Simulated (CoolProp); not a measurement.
Octamethyltrisiloxane (MDM) along the isobar 101 kPa: density (kg/m³) from the reference equation and from simpler models built on Tc = 565.4 K, pc = 1438 kPa, ω = 0.528; each cubic takes its own stable root.

Values from CoolProp's reference Helmholtz-energy equation of state, Thol 2017.

```csv
T (K),phase,reference,van der Waals,Redlich-Kwong,Soave-Redlich-Kwong,Peng-Robinson
205.1,liquid,906.7,508.1,757.3,778.6,871.1
220,liquid,892.2,502.0,748.1,772.0,864.2
234.8,liquid,877.7,495.9,738.6,765.0,856.9
249.7,liquid,863.2,489.5,728.5,757.4,849.1
264.5,liquid,848.7,482.9,718.0,749.5,840.7
279.4,liquid,834.0,476.1,707.0,740.9,831.7
294.2,liquid,819.3,469.0,695.4,731.9,822.2
309.1,liquid,804.4,461.7,683.3,722.1,811.9
323.9,liquid,789.3,454.0,670.6,711.8,800.9
338.8,liquid,773.8,9.148,657.2,700.6,789.0
353.7,liquid,758.1,8.696,643.0,688.6,776.1
368.5,liquid,742.1,8.292,628.1,675.7,762.3
383.4,liquid,725.5,7.924,612.3,661.7,747.3
398.2,liquid,708.5,7.592,7.736,646.7,730.9
413.1,liquid,690.7,7.286,7.403,630.1,712.9
```

At some of these states van der Waals, Redlich-Kwong gives the other phase, because its saturation line lies elsewhere.
